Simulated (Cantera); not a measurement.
An adiabatic, constant-pressure homogeneous reactor starts with 5.85 % CO, 0.761 % H₂, 8.49 % O₂, 84.9 % N₂, at 1650 K and 5.00 bar.

Computed with Cantera and GRI-Mech 3.0 (53 species, 325 reactions). The hydrogen kinetics of GRI-Mech 3.0 are dated; newer H2 mechanisms differ, most at raised pressure.

x: mole fraction; the columns are a selection and need not sum to one.

| t (s) | T (K) | x CO | x H₂ | x O₂ | x CO₂ | x HO₂ |
|---|---|---|---|---|---|---|
| 2.00e-6 | 1650 | 0.0585 | 0.00761 | 0.0849 | 8.90e-7 | 2.62e-7 |
| 5.53e-6 | 1650 | 0.0585 | 0.00753 | 0.0848 | [?] | [?] |
| 1.53e-5 | 1701 | [?] | [?] | [?] | [?] | [?] |
| 4.23e-5 | 1876 | 0.0260 | 0.000324 | 0.0615 | 0.0334 | 1.76e-5 |
| 0.000117 | 2049 | 0.00928 | 0.000177 | 0.0558 | 0.0508 | 6.63e-6 |
| 0.000323 | 2119 | 0.00298 | 6.01e-5 | 0.0541 | 0.0574 | 2.10e-6 |
| 0.000894 | 2143 | 0.000882 | 1.96e-5 | 0.0536 | 0.0596 | 8.91e-7 |
| 0.00247 | 2147 | 0.000494 | 1.22e-5 | 0.0535 | 0.0600 | 7.31e-7 |
| 0.00684 | 2147 | 0.000483 | 1.20e-5 | 0.0534 | 0.0600 | 7.26e-7 |
| 0.0189 | 2146 | 0.000481 | 1.19e-5 | 0.0533 | 0.0600 | 7.23e-7 |
| 0.0523 | 2144 | 0.000477 | 1.19e-5 | 0.0529 | 0.0600 | 7.15e-7 |
| 0.145 | 2141 | 0.000469 | 1.17e-5 | 0.0522 | 0.0601 | 6.99e-7 |
| 0.400 | 2136 | 0.000458 | 1.15e-5 | 0.0512 | 0.0601 | 6.78e-7 |

Complete the blanks.


- 5.53e-6, x CO₂: 3.23e-5
- 5.53e-6, x HO₂: 5.86e-6
- 1.53e-5, x CO: 0.0497
- 1.53e-5, x H₂: 0.000359
- 1.53e-5, x O₂: 0.0735
- 1.53e-5, x CO₂: 0.00907
- 1.53e-5, x HO₂: 2.98e-5
